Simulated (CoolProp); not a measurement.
Saturation properties of c-C4F8 (RC318).

Values from CoolProp's reference Helmholtz-energy equation of state, Platzer 1990. This equation is an older, rougher fit; its heat capacities, sound speeds and derivatives of the liquid may be far off and weren't checked against measurements.

| T (K) | p (kPa) | vapour Z | surface tension (mN/m) | liquid conductivity (mW/(m K)) |
|---|---|---|---|---|
| 258.5 | 69.73 | (withheld) | 12.9 | 74.5 |
| 267.8 | 104.0 | (withheld) | 11.7 | (withheld) |
| 277 | 149.6 | 0.9415 | (withheld) | 70.4 |
| 286.2 | 209.4 | 0.9250 | 9.55 | (withheld) |
| 295.4 | 285.9 | 0.9057 | 8.49 | 65.9 |
| 304.7 | 383.3 | (withheld) | (withheld) | 63.5 |
| 313.9 | 502.4 | 0.8574 | 6.43 | 61.0 |
| 323.1 | (withheld) | 0.8280 | 5.46 | 58.4 |

Problem. Complete the blanks.

Solution. 
- 258.5, vapour Z: 0.9669
- 267.8, vapour Z: 0.9554
- 267.8, liquid conductivity (mW/(m K)): 72.5
- 277, surface tension (mN/m): 10.6
- 286.2, liquid conductivity (mW/(m K)): 68.2
- 304.7, vapour Z: 0.8831
- 304.7, surface tension (mN/m): 7.44
- 323.1, p (kPa): 647.3

It boils at 267.2 K under 1 atm.

Thermal conductivity comes from a separate model (Huber 2003), an estimate that may be off by 10 % or more. Surface tension comes from a separate correlation (Mulero 2012).
